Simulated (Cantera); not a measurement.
What does this Cantera script print?

```python
import numpy as np
import cantera as ct

gas_names = """
    CL CL2 H HCL H2 N NH NH2 NH3 N2 N2H2 N2H4 Si SiCL SiCL2 SiCL3 SiCL4 SiH SiHCL3 SiH2 SiH2CL2 SiH3
    SiH3CL SiH4 SiN Si2 Si2N Si3
""".split()
cond_names = """
    NH4CL(a) NH4CL(b) Si(cr) Si(L) Si3N4(a)
""".split()


def load(file, names, dense=False):
    # The tables refer to 1 bar. Condensed volumes are neglected.
    table = {s.name: s for s in ct.Species.list_from_file(file)}
    out = []
    for n in names:
        d = dict(table[n].input_data)
        d["thermo"] = dict(d["thermo"], **{"reference-pressure": 1e5})
        if dense:
            d["equation-of-state"] = {"model": "constant-volume", "density": "1e6 g/cm^3"}
        out.append(ct.Species.from_dict(d))
    return out


gas = ct.Solution(thermo="ideal-gas", species=load("nasa_gas.yaml", gas_names))
cond = {s.name: ct.Solution(thermo="fixed-stoichiometry", species=[s], name=s.name)
        for s in load("nasa_condensed.yaml", cond_names, dense=True)}
atoms = {
    'SiHCl3': {'Si': 1, 'H': 1, 'CL': 3},
    'N2': {'N': 2},
    'H2': {'H': 2},
}
top_T = {'Si3N4(a)': 2400}  # K; cautious upper limits of use, not melting points


def equilibrate(T, P, feed):
    n = {}
    for name, mol in feed.items():
        for a, k in atoms[name].items():
            n[a] = n.get(a, 0.0) + k * mol
    gas.TPX = T, P, n
    mass = sum(n.values()) * gas.mean_molecular_weight
    gas.equilibrate("TP")
    valid = [c for c in cond.values() if c.min_temp <= T <= top_T.get(c.name, c.max_temp)]
    mix = ct.Mixture([(gas, mass / gas.mean_molecular_weight)] + [(c, 0.0) for c in valid])
    mix.T, mix.P = T, P
    mix.equilibrate("TP", solver="vcs", rtol=1e-11, max_steps=5000)
    return mix


results = []
feed = {'SiHCl3': 1, 'N2': 1.7, 'H2': 4.1}  # mol
T = 1123  # K
for P in [5, 36, 260, 1900, 14000, 100000]:
    mix = equilibrate(T, P, feed)
    results.append((T, P, feed, dict(zip(mix.species_names, mix.species_moles))))

top = {s: max(r[3][s] / sum(r[3][g] for g in gas_names) for r in results) for s in gas_names}
cols = sorted((s for s in top if top[s] > 0.0001), key=lambda s: -top[s])[:6]
seen = [c for c in cond_names if any(r[3].get(c, 0) > 1e-12 for r in results)]
print("log10 of partial pressures in bar; condensed amounts in mol")
print(f"{'P/Pa':>10s}" + "".join(f"{s[:9]:>10s}" for s in cols + seen))
for T, P, feed, n in results:
    ng = sum(n[g] for g in gas_names)
    print(f"{P:10.4g}" + "".join(f"{np.log10(max(n[s] / ng * P / 1e5, 1e-99)):10.3f}" for s in cols)
          + "".join(f"{n.get(c, 0):10.4g}" for c in seen))
```

It prints:

```
log10 of partial pressures in bar; condensed amounts in mol
      P/Pa        H2       HCL        N2     SiCL4     SiCL2     SiCL3  Si3N4(a)
         5    -4.652    -4.702    -5.126    -6.794    -6.779    -7.334    0.3154
        36    -3.792    -3.849    -4.267    -5.676    -6.506    -6.638    0.3156
       260    -2.926    -3.004    -3.403    -4.604    -6.258    -5.978    0.3087
      1900    -2.053    -2.161    -2.529    -3.563    -6.028    -5.343    0.2978
   1.4e+04    -1.174    -1.322    -1.650    -2.548    -5.814    -4.728    0.2841
     1e+05    -0.308    -0.501    -0.784    -1.575    -5.616    -4.143    0.2688
```

Cantera equilibrium calculation (NASA polynomials, part measured and part estimated; ideal gas, pure solids and liquids). N2 is the only nitrogen source here; it is nearly inert below about 1500 K, so the nitride shown seldom forms there in practice. The tables' values for SiCl3 are old estimates; treat these amounts as uncertain.
